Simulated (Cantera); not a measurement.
A closed system holds: 1 mol NH₃, 0.022 mol SO₂, 4 mol O₂, equilibrated at 33.0 mbar.

These are equilibrium values from Cantera (NASA tables, ideal gas, pure condensed phases), not measurements of a reactor. Candidate condensed phases: H₂O, H₂SO₄, S; 35 gas species. Equilibrium is a limit: real reactors are often held back by kinetics, nucleation or transport. All values below are at 3273 K.

Base state: O 0.520, H 0.218, O₂ 0.125, OH 0.0541, N₂ 0.0465, H₂ 0.0135, NO 0.0121, H₂O 0.00833 (mole fractions); condensed: gas only.

What changes in the equilibrium state with this change: NH₃ replaced by N₂O?


| species | before | after |
|---|---|---|
| O | 0.520 | 0.662 |
| O₂ | 0.125 | 0.203 |
| N₂ | 0.0465 | 0.109 |
| H | 0.218 | 0 |
| OH | 0.0541 | 0 |
| H₂ | 0.0135 | 0 |
| NO | 0.0121 | 0.0236 |
| H₂O | 0.00833 | 0 |
| N | 8.31e-5 | 0.000127 |
| SO₂ | 0.000457 | 0.000674 |
| SO | 0.00122 | 0.00141 |
| S | 0.000629 | 0.000573 |
